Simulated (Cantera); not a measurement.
Cantera run, input and output.

```python
import numpy as np
import cantera as ct

gas = ct.Solution("h2o2.yaml")
gas.TPX = 1223, 33000, {'H2': 0.8, 'O2': 1, 'N2': 5.2}
reactor = ct.IdealGasConstPressureReactor(gas, energy="off", clone=False)
net = ct.ReactorNet([reactor])
net.rtol, net.atol = 1e-08, 1e-18
show = ['H2', 'O2', 'OH', 'O', 'H2O', 'HO2']
times = np.geomspace(6e-06, 20, 14)

steps = ct.SolutionArray(gas, extra=["t"])
rows = []
print(f"{'t/s':>10s}{'T/K':>9s}{'P/Pa':>11s}" + "".join(f"{s:>11s}" for s in show))
for t in times:
    while net.time < t:
        t_next = net.step()
        steps.append(gas.state, t=t_next)
    rows.append([np.interp(t, steps.t, y) for y in (steps.T, steps.P, *steps(*show).X.T)])
    print(f"{t:10.3e}{rows[-1][0]:9.1f}{rows[-1][1]:11.4g}" + "".join(f"{x:11.3e}" for x in rows[-1][2:]))
rate = np.gradient(steps.T, steps.t)
print("integrator steps:", len(steps.t))
if steps.T.max() > steps.T[0] + 200:
    print(f"time of steepest temperature rise: {steps.t[rate.argmax()]:.4e} s")
gas.TPX = 1223, 33000, {'H2': 0.8, 'O2': 1, 'N2': 5.2}
gas.equilibrate("TP")
print(f"equilibrium (TP): T = {gas.T:.1f} K  " + "  ".join(f"{s} {gas[s].X[0]:.3e}" for s in show))
```

Output:

```
       t/s      T/K       P/Pa         H2         O2         OH          O        H2O        HO2
 6.000e-06   1223.0    3.3e+04  1.143e-01  1.429e-01  4.184e-10  6.342e-10  8.641e-10  3.471e-09
 1.905e-05   1223.0    3.3e+04  1.143e-01  1.429e-01  3.654e-09  6.211e-09  2.041e-08  1.177e-08
 6.049e-05   1223.0    3.3e+04  1.143e-01  1.429e-01  3.594e-07  6.213e-07  2.984e-06  1.604e-07
 1.921e-04   1223.0    3.3e+04  1.658e-02  9.647e-02  4.533e-03  1.362e-02  7.859e-02  2.250e-05
 6.098e-04   1223.0    3.3e+04  1.772e-03  9.059e-02  1.488e-03  1.815e-03  1.175e-01  1.977e-05
 1.936e-03   1223.0    3.3e+04  1.263e-04  9.081e-02  3.422e-04  1.119e-04  1.209e-01  5.648e-06
 6.148e-03   1223.0    3.3e+04  1.121e-05  9.088e-02  1.124e-04  1.159e-05  1.211e-01  8.484e-07
 1.952e-02   1223.0    3.3e+04  1.552e-06  9.090e-02  4.730e-05  2.036e-06  1.212e-01  1.581e-07
 6.198e-02   1223.0    3.3e+04  3.253e-07  9.090e-02  2.307e-05  4.863e-07  1.212e-01  3.907e-08
 1.968e-01   1223.0    3.3e+04  8.652e-08  9.091e-02  1.221e-05  1.369e-07  1.212e-01  1.305e-08
 6.248e-01   1223.0    3.3e+04  2.829e-08  9.091e-02  6.993e-06  4.502e-08  1.212e-01  7.758e-09
 1.984e+00   1223.0    3.3e+04  1.531e-08  9.091e-02  5.005e-06  2.312e-08  1.212e-01  7.604e-09
 6.299e+00   1223.0    3.3e+04  1.431e-08  9.091e-02  4.808e-06  2.135e-08  1.212e-01  7.676e-09
 2.000e+01   1223.0    3.3e+04  1.431e-08  9.091e-02  4.808e-06  2.134e-08  1.212e-01  7.676e-09
integrator steps: 1885
equilibrium (TP): T = 1223.0 K  H2 1.431e-08  O2 9.091e-02  OH 4.808e-06  O 2.134e-08  H2O 1.212e-01  HO2 7.676e-09
```

Detailed kinetics in Cantera: the H2/O2 subset of GRI-Mech 3.0, which has no nitrogen chemistry. The temperature is held fixed by assumption; the heat of reaction is taken as removed at once.
